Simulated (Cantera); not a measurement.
An isothermal, constant-pressure homogeneous reactor starts with H2 : O2 : N2 : H2O = 1.4 : 1 : 5 : 0.47 (molar parts), at 1075 K and 713 Torr.

Cantera simulation using GRI-Mech 3.0 (53 species, 325 reactions); the numbers are that mechanism's predictions, not measurements. The temperature is held fixed by assumption; the heat of reaction is taken as removed at once.

x: mole fraction; the columns are a selection and need not sum to one.

| t (s) | x H2 | x O2 | x NO | x H2O2 | x O | x N2O |
|---|---|---|---|---|---|---|
| 3.00e-6 | 0.178 | 0.127 | <1e-12 | <1e-12 | 2.96e-11 | <1e-12 |
| 8.55e-6 | 0.178 | 0.127 | <1e-12 | 1.55e-12 | 1.44e-10 | <1e-12 |
| 2.44e-5 | 0.178 | 0.127 | <1e-12 | 2.14e-11 | 9.85e-10 | <1e-12 |
| 6.95e-5 | 0.178 | 0.127 | <1e-12 | (withheld) | 4.60e-8 | <1e-12 |
| 0.000198 | 0.112 | 0.0962 | 1.47e-7 | (withheld) | 0.00176 | 6.46e-9 |
| 0.000564 | 0.00962 | 0.0464 | 5.87e-7 | (withheld) | 4.37e-5 | 3.68e-8 |
| 0.00161 | 0.00710 | 0.0452 | 4.87e-7 | 2.83e-5 | 3.63e-6 | 3.99e-8 |
| 0.00458 | 0.00538 | 0.0444 | 4.56e-7 | 2.72e-5 | 2.76e-6 | 4.25e-8 |
| 0.0131 | 0.00292 | 0.0432 | 3.88e-7 | (withheld) | 1.44e-6 | 4.72e-8 |
| 0.0372 | 0.000998 | 0.0423 | 2.64e-7 | (withheld) | 4.10e-7 | 5.28e-8 |
| 0.106 | 0.000240 | 0.0420 | 1.34e-7 | (withheld) | 5.47e-8 | 5.61e-8 |
| 0.302 | 4.91e-5 | 0.0419 | 7.59e-8 | (withheld) | 5.47e-9 | 5.71e-8 |
| 0.862 | 6.06e-6 | 0.0418 | 1.01e-7 | (withheld) | 4.78e-10 | 5.62e-8 |
| 2.46 | 9.57e-8 | 0.0418 | 3.65e-7 | 8.89e-11 | 4.67e-11 | 5.27e-8 |
| 7.00 | 1.13e-9 | 0.0418 | 5.90e-7 | 2.41e-10 | 1.84e-10 | 4.37e-8 |

Q: Fill in the missing entries.

A: 
- 6.95e-5, x H2O2: 1.41e-9
- 0.000198, x H2O2: 6.05e-6
- 0.000564, x H2O2: 1.11e-5
- 0.0131, x H2O2: 1.57e-5
- 0.0372, x H2O2: 4.34e-6
- 0.106, x H2O2: 5.03e-7
- 0.302, x H2O2: 3.73e-8
- 0.862, x H2O2: 1.73e-9
